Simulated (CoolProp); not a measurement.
A single-stage vapour-compression cycle with R21: evaporating at 287.15 K (dew point), condensing at 357.15 K (bubble point), superheat 2 K, subcooling 5 K, compressor efficiency 0.9, no pressure losses. Each further row changes one setting.

The numbers come from the reference Helmholtz-energy equation of state, Platzer 1990 in CoolProp. This equation is an older, rougher fit; its heat capacities, sound speeds and derivatives of the liquid may be far off and weren't checked against measurements.

```json
[
 {"case": "as stated", "cooling COP": "2.95", "pressure ratio": "7.63", "discharge temperature (K)": "392.6", "refrigerating effect (kJ/kg)": "167", "volumetric capacity (kJ/m³)": "918"},
 {"case": "evaporating temperature 292.15 K", "cooling COP": "3.29", "pressure ratio": "(withheld)", "discharge temperature (K)": "389.0", "refrigerating effect (kJ/kg)": "(withheld)", "volumetric capacity (kJ/m³)": "(withheld)"},
 {"case": "condensing temperature 352.15 K", "cooling COP": "(withheld)", "pressure ratio": "(withheld)", "discharge temperature (K)": "(withheld)", "refrigerating effect (kJ/kg)": "173", "volumetric capacity (kJ/m³)": "949"},
 {"case": "subcooling 10 K", "cooling COP": "(withheld)", "pressure ratio": "7.63", "discharge temperature (K)": "392.6", "refrigerating effect (kJ/kg)": "173", "volumetric capacity (kJ/m³)": "949"},
 {"case": "superheat 12 K", "cooling COP": "2.94", "pressure ratio": "7.63", "discharge temperature (K)": "403.7", "refrigerating effect (kJ/kg)": "173", "volumetric capacity (kJ/m³)": "916"},
 {"case": "compressor efficiency 0.8", "cooling COP": "2.62", "pressure ratio": "7.63", "discharge temperature (K)": "401.8", "refrigerating effect (kJ/kg)": "167", "volumetric capacity (kJ/m³)": "918"}
]
```

Problem. What belongs in the gaps?

Solution. 
- evaporating temperature 292.15 K, pressure ratio: 6.35
- evaporating temperature 292.15 K, refrigerating effect (kJ/kg): 170
- evaporating temperature 292.15 K, volumetric capacity (kJ/m³): 1100
- condensing temperature 352.15 K, cooling COP: 3.25
- condensing temperature 352.15 K, pressure ratio: 6.80
- condensing temperature 352.15 K, discharge temperature (K): 386.0
- subcooling 10 K, cooling COP: 3.05
